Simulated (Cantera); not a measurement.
A Cantera script and what it prints.

```python
import numpy as np
import cantera as ct

gas_names = [...]  # 110 gases of nasa_gas.yaml made of C, H, O
cond_names = """
    C(gr) C6H6(L) C7H8(L) C8H18(L),n-octa H2O(s) H2O(L)
""".split()


# ... load() reads the species with a 1 bar reference pressure and builds the phases ...
atoms = {
    'acetone': {'C': 3, 'H': 6, 'O': 1},
    'CO2': {'C': 1, 'O': 2},
    'H2': {'H': 2},
}
top_T = {'C(gr)': 4500}  # K; cautious upper limits of use, not melting points


# ... equilibrate(T, P, feed) seeds the gas with the atoms and calls Mixture.equilibrate('TP', solver="vcs", rtol=1e-11, max_steps=5000) ...
results = []
T = 2725  # K
P = 133.322  # Pa
for m in [0.058, 0.092, 0.14, 0.23, 0.36, 0.57, 0.9, 1.4, 2.2]:
    feed = {'acetone': 1, 'CO2': m, 'H2': 0.48}  # mol
    mix = equilibrate(T, P, feed)
    results.append((T, P, feed, dict(zip(mix.species_names, mix.species_moles))))

top = {s: max(r[3][s] / sum(r[3][g] for g in gas_names) for r in results) for s in gas_names}
cols = sorted((s for s in top if top[s] > 0.0001), key=lambda s: -top[s])[:9]
seen = [c for c in cond_names if any(r[3].get(c, 0) > 1e-12 for r in results)]
print("log10 of partial pressures in bar; condensed amounts in mol")
print(f"{'n(CO2)':>10s}" + "".join(f"{s[:9]:>10s}" for s in cols + seen))
for T, P, feed, n in results:
    ng = sum(n[g] for g in gas_names)
    print(f"{feed['CO2']:10.4g}" + "".join(f"{np.log10(max(n[s] / ng * P / 1e5, 1e-99)):10.3f}" for s in cols)
          + "".join(f"{n.get(c, 0):10.4g}" for c in seen))
```

Output:

```
log10 of partial pressures in bar; condensed amounts in mol
    n(CO2)         H        CO        H2         O        C3 C2H2,acet        OH         C       C2H     C(gr)
     0.058    -3.049    -3.676    -3.689   -11.699    -4.913    -5.277   -12.141    -5.547    -5.593     1.634
     0.092    -3.053    -3.655    -3.696   -11.678    -4.913    -5.284   -12.123    -5.547    -5.596     1.597
      0.14    -3.057    -3.627    -3.705   -11.650    -4.913    -5.294   -12.101    -5.547    -5.601     1.546
      0.23    -3.066    -3.582    -3.723   -11.605    -4.913    -5.312   -12.064    -5.547    -5.610     1.451
      0.36    -3.079    -3.527    -3.748   -11.550    -4.913    -5.337   -12.022    -5.547    -5.622     1.313
      0.57    -3.098    -3.457    -3.787   -11.480    -4.913    -5.375   -11.971    -5.547    -5.642     1.089
       0.9    -3.126    -3.377    -3.843   -11.400    -4.913    -5.432   -11.919    -5.547    -5.670    0.7384
       1.4    -3.165    -3.294    -3.921   -11.317    -4.913    -5.510   -11.875    -5.547    -5.709    0.2067
       2.2    -3.214    -3.219    -4.019    -4.823   -24.170   -18.445    -5.431   -11.966   -18.596         0
```

These are equilibrium values from Cantera (NASA tables, ideal gas, pure condensed phases), not measurements of a reactor. The feed counts by its element totals alone.
